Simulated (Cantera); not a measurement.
An isothermal, constant-pressure homogeneous reactor starts with C₂H₆ : H₂ = 1 : 1.4 (molar parts), at 1725 K and 100.0 Torr. Integrator tolerance rtol = 1e-08.

Model: GRI-Mech 3.0 (53 species, 325 reactions), integrated in Cantera. GRI-Mech 3.0 stops at C3 and has no aromatics, soot or wall deposition, so with more carbon than oxygen in the feed, carbon stays in small species such as C2H2 where larger ones or solid carbon would form.

Q: What does this change do: temperature 1725 to 1075 K?

A: 
```tsv
quantity	before	after
x(C₂H₆) at 3.00 s	1.88e-7 (gas-phase equilibrium 1.84e-7)	0.0183 (gas-phase equilibrium 0.000713)
x(H₂) at 3.00 s	0.769 (gas-phase equilibrium 0.769)	0.671 (gas-phase equilibrium 0.240)
x(CH₄) at 3.00 s	0.00449 (gas-phase equilibrium 0.00440)	0.0506 (gas-phase equilibrium 0.724)
x(C₂H₂) at 3.00 s	0.225 (gas-phase equilibrium 0.225)	0.00977 (gas-phase equilibrium 0.00812)
x(C₂H) at 3.00 s	8.26e-7 (gas-phase equilibrium 8.26e-7)	<1e-12 (gas-phase equilibrium <1e-12)
```
